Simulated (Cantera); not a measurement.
Feed: 1 mol SiH2Cl2, 31 mol NH3, 83 mol H2, equilibrated at 0.390 bar.

Method: chemical equilibrium by Gibbs-energy minimisation in Cantera with the NASA 1993 tables (ideal gas, pure condensed phases). Candidate condensed phases: NH4Cl, Si, Si3N4; 28 gas species. The tables' values for SiCl are old estimates; treat these amounts as uncertain. Gases not in the tables: Si2H6 and higher silanes. The numbers say what is thermodynamically allowed, not how fast it happens. All values below are at 2048 K.

Base state: H2 0.878, N2 0.105, HCl 0.0127, H 0.00336, SiCl2 0.000415, Si 0.000194, SiH2 0.000122, SiH 6.89e-5 (mole fractions); condensed: Si(l).

Problem. What changes in the equilibrium state with this change: 0.65 mol Cl2 added?

Solution. 
```json
[
 {"species": "H2", "before": "0.878", "after": "0.870"},
 {"species": "N2", "before": "0.105", "after": "0.105"},
 {"species": "HCl", "before": "0.0127", "after": "0.0201"},
 {"species": "SiCl2", "before": "0.000415", "after": "0.00105"},
 {"species": "Cl", "before": "3.59e-5", "after": "5.71e-5"},
 {"species": "SiCl", "before": "3.88e-5", "after": "6.18e-5"},
 {"species": "SiH2", "before": "0.000122", "after": "0.000121"},
 {"species": "Si(l), mol", "before": "0.871", "after": "0.773"}
]
```

Problem. What changes in the equilibrium state with this change: SiH2Cl2 replaced by SiCl4?

Solution. 
```
species       before     after
----------  --------  --------
H2             0.878     0.865
N2             0.105     0.105
HCl           0.0127    0.0240
SiCl2       0.000415   0.00151
SiCl         3.88e-5   7.40e-5
Cl           3.59e-5   6.84e-5
SiH2        0.000122  0.000120
SiH          6.89e-5   6.84e-5
H            0.00336   0.00334
Si(l), mol     0.871     0.704
```
